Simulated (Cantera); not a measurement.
Feed: 1 mol C2H6, 0.066 mol CO2, held at 0.0920 bar.

Method: chemical equilibrium by Gibbs-energy minimisation in Cantera with the NASA 1993 tables (ideal gas, pure condensed phases). Candidate condensed phases: C, C6H6, C7H8, C8H18, H2O; 110 gas species. Kinetics and transport are ignored.

x: gas mole fraction; n: condensed amount in mol.

```json
[
 {"T (K)": "723", "x H2": "0.704", "x CH4": "0.243", "x H2O": "0.0472", "x CO": "0.00357", "x CO2": "0.00183", "x H": "<1e-12", "n C(graphite)": "1.46"},
 {"T (K)": "823", "x H2": "0.888", "x CH4": "0.0677", "x H2O": "0.0220", "x CO": "0.0203", "x CO2": "0.00182", "x H": "…", "n C(graphite)": "1.81"},
 {"T (K)": "923", "x H2": "0.938", "x CH4": "0.0188", "x H2O": "0.00498", "x CO": "0.0374", "x CO2": "0.000405", "x H": "…", "n C(graphite)": "1.89"},
 {"T (K)": "1023", "x H2": "0.951", "x CH4": "0.00625", "x H2O": "0.000991", "x CO": "0.0413", "x CO2": "5.63e-5", "x H": "…", "n C(graphite)": "1.92"},
 {"T (K)": "1123", "x H2": "0.955", "x CH4": "0.00246", "x H2O": "0.000244", "x CO": "0.0420", "x CO2": "9.80e-6", "x H": "…", "n C(graphite)": "1.93"},
 {"T (K)": "1223", "x H2": "0.957", "x CH4": "0.00112", "x H2O": "7.45e-5", "x CO": "0.0421", "x CO2": "2.25e-6", "x H": "…", "n C(graphite)": "1.93"},
 {"T (K)": "1323", "x H2": "0.957", "x CH4": "0.000573", "x H2O": "2.72e-5", "x CO": "0.0421", "x CO2": "6.46e-7", "x H": "…", "n C(graphite)": "1.93"},
 {"T (K)": "1423", "x H2": "0.957", "x CH4": "0.000321", "x H2O": "1.15e-5", "x CO": "0.0421", "x CO2": "2.23e-7", "x H": "…", "n C(graphite)": "1.93"},
 {"T (K)": "1523", "x H2": "0.958", "x CH4": "0.000194", "x H2O": "5.42e-6", "x CO": "0.0421", "x CO2": "8.88e-8", "x H": "…", "n C(graphite)": "1.93"},
 {"T (K)": "1623", "x H2": "0.957", "x CH4": "0.000125", "x H2O": "2.81e-6", "x CO": "0.0421", "x CO2": "3.99e-8", "x H": "…", "n C(graphite)": "1.93"}
]
```

Q: Complete the blanks.

A: 
- 823, x H: 2.28e-11
- 923, x H: 7.81e-10
- 1023, x H: 1.33e-8
- 1123, x H: 1.37e-7
- 1223, x H: 9.70e-7
- 1323, x H: 5.12e-6
- 1423, x H: 2.14e-5
- 1523, x H: 7.46e-5
- 1623, x H: 0.000223
